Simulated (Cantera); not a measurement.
Cantera run, input and output.

```python
import numpy as np
import cantera as ct

gas = ct.Solution("gri30.yaml")
gas.TPX = 400, 570000, {'CH4': 1, 'CO': 0.28, 'O2': 1.65, 'N2': 6.19}
inlet = ct.Reservoir(gas, clone=True)
gas.equilibrate("HP")  # start burning
reactor = ct.IdealGasConstPressureReactor(gas, energy="on", clone=False)
exhaust = ct.Reservoir(gas, clone=True)
tau = [0.11, 0.046, 0.02, 0.0087, 0.0038, 0.0016, 0.00071, 0.00031, 0.00013, 5.9e-05, 2.5e-05][0]
for a, b in ((inlet, reactor), (reactor, exhaust)):
    ct.MassFlowController(a, b, mdot=lambda t: reactor.mass / tau)
net = ct.ReactorNet([reactor])
show = ['CH4', 'CO', 'O2', 'CH2CO', 'NO', 'CH3']

rows = []
print(f"{'tau/s':>10s}{'T/K':>9s}" + "".join(f"{s:>11s}" for s in show))
for tau in [0.11, 0.046, 0.02, 0.0087, 0.0038, 0.0016, 0.00071, 0.00031, 0.00013, 5.9e-05, 2.5e-05]:
    net.initial_time = 0.0
    net.advance(30 * tau)
    before = gas.X
    net.advance(40 * tau)
    drift = np.max(np.abs(gas.X - before) / (gas.X + 1e-9))
    rows.append([gas.T, *gas[show].X, drift])
    print(f"{tau:10.3e}{gas.T:9.1f}" + "".join(f"{x:11.3e}" for x in gas[show].X))
```

Result:

```
     tau/s      T/K        CH4         CO         O2      CH2CO         NO        CH3
 1.100e-01   2162.7  3.906e-05  6.841e-02  4.049e-05  6.412e-08  1.034e-04  8.871e-06
 4.600e-02   2161.5  7.138e-05  6.838e-02  8.043e-05  1.458e-07  1.318e-04  1.788e-05
 2.000e-02   2159.7  1.211e-04  6.835e-02  1.554e-04  3.177e-07  1.599e-04  3.375e-05
 8.700e-03   2156.9  1.971e-04  6.832e-02  2.986e-04  6.847e-07  1.843e-04  6.150e-05
 3.800e-03   2152.5  3.070e-04  6.833e-02  5.652e-04  1.433e-06  2.014e-04  1.075e-04
 1.600e-03   2144.5  4.708e-04  6.849e-02  1.085e-03  2.967e-06  2.085e-04  1.847e-04
 7.100e-04   2131.6  7.040e-04  6.893e-02  1.997e-03  5.700e-06  1.998e-04  2.992e-04
 3.100e-04   2107.7  1.140e-03  7.004e-02  3.856e-03  1.153e-05  1.644e-04  4.944e-04
 1.300e-04   2045.0  2.526e-03  7.320e-02  9.362e-03  3.388e-05  7.651e-05  9.284e-04
 5.900e-05    400.0  1.096e-01  3.070e-02  1.809e-01 -1.000e-18 -8.569e-20 -2.041e-20
 2.500e-05    400.0  1.096e-01  3.070e-02  1.809e-01 -1.859e-21 -1.593e-22 -3.789e-23
```

Detailed kinetics in Cantera: GRI-Mech 3.0 (53 species, 325 reactions).
